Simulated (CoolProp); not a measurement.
Oxygen along the isotherm -113.35 °C: density (kg/m³) from the reference equation and from simpler models built on Tc = -118.6 °C, pc = 5.046 MPa, ω = 0.022; each cubic takes its own stable root.

Computed with CoolProp (reference Helmholtz-energy equation of state, Schmidt 1985).

| p (MPa) | phase | reference | ideal gas | van der Waals | Redlich-Kwong | Soave-Redlich-Kwong | Peng-Robinson |
|---|---|---|---|---|---|---|---|
| 0.0798 | gas | 1.931 | 1.922 | 1.930 | 1.931 | 1.931 | 1.933 |
| 0.129 | gas | 3.131 | 3.107 | 3.129 | 3.132 | 3.132 | 3.135 |
| 0.208 | gas | 5.073 | 5.009 | 5.067 | 5.075 | 5.075 | 5.083 |
| 0.336 | gas | 8.260 | 8.092 | 8.245 | 8.265 | 8.264 | 8.285 |
| 0.544 | gas | 13.55 | 13.10 | 13.51 | 13.56 | 13.56 | 13.62 |
| 0.878 | gas | 22.36 | 21.15 | 22.25 | 22.39 | 22.39 | 22.54 |
| 1.42 | gas | 37.60 | 34.20 | 37.28 | 37.67 | 37.67 | 38.09 |
| 2.29 | gas | 65.10 | 55.15 | 64.15 | 65.28 | 65.26 | 66.51 |
| 3.7 | gas | 122.4 | 89.11 | 119.3 | 122.7 | 122.7 | 126.9 |
| 5.98 | supercritical | 394.9 | 144.0 | 396.0 | 374.9 | 372.0 | 397.9 |
| 9.67 | supercritical | 710.7 | 232.9 | 550.6 | 649.2 | 648.4 | 716.0 |
| 15.6 | supercritical | 801.1 | 375.7 | 622.2 | 763.2 | 762.7 | 846.3 |
| 25.2 | supercritical | 875.3 | 606.9 | 681.2 | 858.9 | 858.6 | 954.2 |
